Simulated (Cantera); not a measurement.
## Reactions in the system Br-H-Si

Source: NASA polynomial tables (part measured, part estimated), evaluated in Cantera. Values are per mole of reaction as written; species without (g) are pure solids or liquids, kept so even where they would boil at 1 bar.

SiH₄(g) = 4 H(g) + Si

| T (K) | ΔH° (kJ) | ΔS° (J/K) | ΔG° (kJ) | log10 K | condensed phases |
|---|---|---|---|---|---|
| 300 | 837.8 | 273.4 | 755.8 | -131.59 | Si(s) |
| 898 | 863.3 | 323.5 | 572.9 | -33.32 | Si(s) |
| 1098 | 868.4 | 328.6 | 507.6 | -24.15 | Si(s) |
| 1298 | 872.6 | 332.1 | 441.5 | -17.77 | Si(s) |
| 1498 | 876.1 | 334.7 | 374.8 | -13.07 | Si(s) |
| 1698 | 929.4 | 366.3 | 307.5 | -9.46 | Si(l) |
| 1898 | 931.7 | 367.5 | 234.1 | -6.44 | Si(l) |
| 2098 | 933.6 | 368.5 | 160.5 | -3.99 | Si(l) |
| 2298 | 935.3 | 369.3 | 86.7 | -1.97 | Si(l) |
| 2498 | 936.7 | 369.9 | 12.8 | -0.27 | Si(l) |
| 2698 | 938.1 | 370.4 | -61.3 | 1.19 | Si(l) |
| 2898 | 939.4 | 370.9 | -135.4 | 2.44 | Si(l) |

3 SiH₂(g) = Si + 2 SiH₃(g)

```
T (K)  ΔH° (kJ)  ΔS° (J/K)  ΔG° (kJ)  log10 K  condensed phases
-----  --------  ---------  --------  -------  ----------------
300      -317.4     -170.9    -266.1    46.33             Si(s)
898      -323.5     -181.5    -160.5     9.34             Si(s)
1098     -325.0     -183.0    -124.0     5.90             Si(s)
1298     -325.5     -183.4     -87.4     3.52             Si(s)
1498     -325.0     -183.1     -50.7     1.77             Si(s)
1698     -273.4     -152.5     -14.4     0.44             Si(l)
1898     -271.9     -151.7      16.0    -0.44             Si(l)
2098     -270.0     -150.7      46.2    -1.15             Si(l)
2298     -267.7     -149.7      76.3    -1.73             Si(l)
2498     -265.2     -148.6     106.1    -2.22             Si(l)
2698     -262.5     -147.6     135.7    -2.63             Si(l)
2898     -259.6     -146.6     165.2    -2.98             Si(l)
```

2 SiH₃(g) + SiBr₄(g) = 2 Br₂(g) + 3 SiH₂(g)

```
T (K)  ΔH° (kJ)  ΔS° (J/K)  ΔG° (kJ)  log10 K
-----  --------  ---------  --------  -------
300       794.6      301.2     704.3  -122.62
898       797.4      305.7     522.9   -30.41
1098      798.0      306.4     461.7   -21.96
1298      797.6      306.0     400.4   -16.11
1498      796.4      305.2     339.3   -11.83
1698      794.7      304.1     278.4    -8.56
1898      792.5      302.9     217.7    -5.99
2098      790.2      301.7     157.2    -3.91
2298      787.7      300.6      97.0    -2.20
2498      785.2      299.5      37.0    -0.77
2698      782.6      298.5     -22.8     0.44
2898      780.1      297.6     -82.5     1.49
```
